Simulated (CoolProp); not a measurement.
Saturation properties of fluorine (Tc = 144.4 K, pc = 5.240 MPa, ω = 0.045).

Model: reference Helmholtz-energy equation of state, de Reuck 1990, in CoolProp.

```
T (K)  p (MPa)  vapour density (kg/m³)
-----  -------  ----------------------
71.8   0.01630                   1.047
75.7   0.03005                   1.841
79.6   0.05186                   3.044
83.4   0.08366                   4.728
87.3    0.1304                   7.118
91.2    0.1950                   10.33
95.1    0.2815                   14.53
98.9    0.3907                   19.75
102.8   0.5327                   26.47
106.7   0.7093                   34.80
110.5   0.9190                   44.76
114.4    1.177                   57.24
```

It boils at 85.0 K under 1 atm.
